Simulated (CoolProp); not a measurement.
Vapour pressure (bar) of hydrogen sulfide: the reference equation beside estimates from Tc = 373.1 K, pc = 89.99 bar, ω = 0.101.

Model: reference Helmholtz-energy equation of state, Lemmon 2006, in CoolProp. It is a short technical equation, of lower accuracy than the large ones.

| T (K) | reference | Redlich-Kwong | Soave-Redlich-Kwong | Peng-Robinson |
|---|---|---|---|---|
| 223.9 | 1.720 | 1.846 | 1.702 | 1.743 |
| 235.5 | 2.825 | 3.078 | 2.805 | 2.846 |
| 247.1 | 4.409 | 4.842 | 4.391 | 4.422 |
| 258.7 | 6.588 | 7.258 | 6.581 | 6.590 |
| 270.3 | 9.487 | 10.45 | 9.506 | 9.477 |
| 281.9 | 13.24 | 14.53 | 13.30 | 13.22 |
| 293.5 | 17.97 | 19.61 | 18.10 | 17.95 |
| 305.1 | 23.83 | 25.81 | 24.06 | 23.83 |
| 316.7 | 30.95 | 33.24 | 31.32 | 31.01 |
| 328.3 | 39.51 | 42.00 | 40.02 | 39.65 |
| 339.9 | 49.66 | 52.18 | 50.32 | 49.93 |
| 351.5 | 61.63 | 63.87 | 62.37 | 62.01 |

Absolute difference from the reference over all 12 rows, mean and median: Redlich-Kwong 8.0 and 8.6 %, Soave-Redlich-Kwong 0.8 and 0.8 %, Peng-Robinson 0.4 and 0.2 %.
